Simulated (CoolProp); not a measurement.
Properties of C3F8 (R218) at several states (Tc = 345.0 K, pc = 2.640 MPa, ω = 0.317).

Computed with CoolProp (reference Helmholtz-energy equation of state, Lemmon 2006). It is a short technical equation, of lower accuracy than the large ones.

```tsv
T (K)	p (MPa)	phase	cp (kJ/(kg K))	cv (kJ/(kg K))	isothermal compressibility (1/MPa)	expansivity (1/kK)
195.7	0.337	liquid	0.8929	0.6125	0.001587	2.002
192.1	0.3	liquid	0.8865	0.6056	0.001510	1.980
165.3	0.0528	liquid	0.8415	0.5519	0.001058	1.861
248.1	1.39	liquid	0.9976	0.7064	0.003564	2.564
419.3	0.11	gas	0.9522	0.9063	9.153	2.447
396.9	5.95	supercritical	1.464	0.9402	0.2032	13.26
```
